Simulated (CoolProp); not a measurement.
The numbers come from the reference Helmholtz-energy equation of state, Guder 2009 in CoolProp.

Q: Give the vapour pressure (kPa), liquid density (kg/m³), vapour Z, liquid viscosity (µPa s) of saturated sulfur hexafluoride at 284.5, 289.2 K.

A: 
| T (K) | p (kPa) | liquid density (kg/m³) | vapour Z | liquid viscosity (µPa s) |
|---|---|---|---|---|
| 284.5 | 1690 | 1470 | 0.710 | 151 |
| 289.2 | 1900 | 1430 | 0.682 | 139 |

Viscosity comes from a separate model (Quiñones-Cisneros 2012).
